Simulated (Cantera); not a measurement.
Equilibrium for carbon deposition, reforming and gasification: C3H6 + NH3 + CO2

Input: 1 mol C3H6, 0.14 mol NH3, 0.063 mol CO2, equilibrated at 1.58 Torr.

Equilibrium computed with Cantera from the NASA thermochemical tables; the gas is ideal and each condensed phase is pure. Candidate condensed phases: C, C6H6, C7H8, C8H18, H2O; 136 gas species. Kinetics and transport are ignored.

From 525 °C to 1175 °C the condensed part is C(graphite). The main C-bearing gas is CO throughout.

```json
[
 {"T (°C)": "525", "x H2": "0.940", "x CO": "0.0349", "x N2": "0.0206", "x CH4": "0.00258", "x H2O": "0.00170", "x CO2": "0.000270", "x H": "5.64e-11", "x HCN": "1.24e-8", "n C(graphite)": "2.93"},
 {"T (°C)": "575", "x H2": "0.941", "x CO": "0.0364", "x N2": "0.0206", "x CH4": "0.00119", "x H2O": "0.000531", "x CO2": "6.35e-5", "x H": "4.03e-10", "x HCN": "4.07e-8", "n C(graphite)": "2.93"},
 {"T (°C)": "625", "x H2": "0.942", "x CO": "0.0368", "x N2": "0.0206", "x CH4": "0.000597", "x H2O": "0.000184", "x CO2": "1.67e-5", "x H": "2.32e-9", "x HCN": "1.17e-7", "n C(graphite)": "2.94"},
 {"T (°C)": "675", "x H2": "0.942", "x CO": "0.0369", "x N2": "0.0206", "x CH4": "0.000320", "x H2O": "7.08e-5", "x CO2": "5.02e-6", "x H": "1.11e-8", "x HCN": "3.00e-7", "n C(graphite)": "2.94"},
 {"T (°C)": "725", "x H2": "0.942", "x CO": "0.0370", "x N2": "0.0206", "x CH4": "0.000182", "x H2O": "2.99e-5", "x CO2": "1.70e-6", "x H": "4.56e-8", "x HCN": "6.99e-7", "n C(graphite)": "2.94"},
 {"T (°C)": "775", "x H2": "0.942", "x CO": "0.0370", "x N2": "0.0206", "x CH4": "0.000109", "x H2O": "1.37e-5", "x CO2": "6.37e-7", "x H": "1.64e-7", "x HCN": "1.50e-6", "n C(graphite)": "2.94"},
 {"T (°C)": "825", "x H2": "0.942", "x CO": "0.0370", "x N2": "0.0206", "x CH4": "6.82e-5", "x H2O": "6.73e-6", "x CO2": "2.62e-7", "x H": "5.24e-7", "x HCN": "3.01e-6", "n C(graphite)": "2.94"},
 {"T (°C)": "875", "x H2": "0.942", "x CO": "0.0370", "x N2": "0.0206", "x CH4": "4.44e-5", "x H2O": "3.52e-6", "x CO2": "1.17e-7", "x H": "1.52e-6", "x HCN": "5.68e-6", "n C(graphite)": "2.94"},
 {"T (°C)": "925", "x H2": "0.942", "x CO": "0.0370", "x N2": "0.0205", "x CH4": "2.99e-5", "x H2O": "1.94e-6", "x CO2": "5.59e-8", "x H": "4.03e-6", "x HCN": "1.01e-5", "n C(graphite)": "2.94"},
 {"T (°C)": "975", "x H2": "0.942", "x CO": "0.0370", "x N2": "0.0205", "x CH4": "2.08e-5", "x H2O": "1.13e-6", "x CO2": "2.84e-8", "x H": "9.89e-6", "x HCN": "1.73e-5", "n C(graphite)": "2.94"},
 {"T (°C)": "1025", "x H2": "0.942", "x CO": "0.0370", "x N2": "0.0205", "x CH4": "1.49e-5", "x H2O": "6.80e-7", "x CO2": "1.52e-8", "x H": "2.27e-5", "x HCN": "2.83e-5", "n C(graphite)": "2.94"},
 {"T (°C)": "1075", "x H2": "0.942", "x CO": "0.0370", "x N2": "0.0205", "x CH4": "1.09e-5", "x H2O": "4.27e-7", "x CO2": "8.57e-9", "x H": "4.90e-5", "x HCN": "4.45e-5", "n C(graphite)": "2.94"},
 {"T (°C)": "1125", "x H2": "0.942", "x CO": "0.0370", "x N2": "0.0205", "x CH4": "8.15e-6", "x H2O": "2.77e-7", "x CO2": "5.03e-9", "x H": "0.000100", "x HCN": "6.79e-5", "n C(graphite)": "2.94"},
 {"T (°C)": "1175", "x H2": "0.942", "x CO": "0.0370", "x N2": "0.0205", "x CH4": "6.22e-6", "x H2O": "1.85e-7", "x CO2": "3.07e-9", "x H": "0.000195", "x HCN": "0.000100", "n C(graphite)": "2.94"}
]
```
x: gas mole fraction; n: condensed amount in mol.
